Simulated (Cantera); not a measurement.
Input: 1 mol SrCl2, 8.7 mol H2O, 8.8 mol N2, held at 2.30 mbar.

These are equilibrium values from Cantera (NASA tables, ideal gas, pure condensed phases), not measurements of a reactor. Candidate condensed phases: H2O, NH4Cl, Sr, SrCl2, SrO, Sr(OH)2; 35 gas species. Condensed phases not in the tables: oxide chlorides. Equilibrium is a limit: real reactors are often held back by kinetics, nucleation or transport. All values below are at 1925 °C.

Base state: N2 0.443, H2O 0.347, H2 0.0547, SrCl2 0.0345, H 0.0272, OH 0.0240, O2 0.0222, HCl 0.0209 (mole fractions); condensed: SrO(s).

Task: What changes in the equilibrium state with this change: H2O from 8.7 to 1.3 mol?

Result: 
```csv
species,before,after
N2,0.443,0.762
H2O,0.347,0.0737
SrCl2,0.0345,0.0723
H2,0.0547,0.0192
OH,0.0240,0.00860
O2,0.0222,0.00815
H,0.0272,0.0161
HCl,0.0209,0.0140
Sr(OH)2,0.000742,0.000158
SrCl,0.00341,0.00635
SrOH,0.00140,0.000828
"SrO(s), mol",0.166,0.0512
```
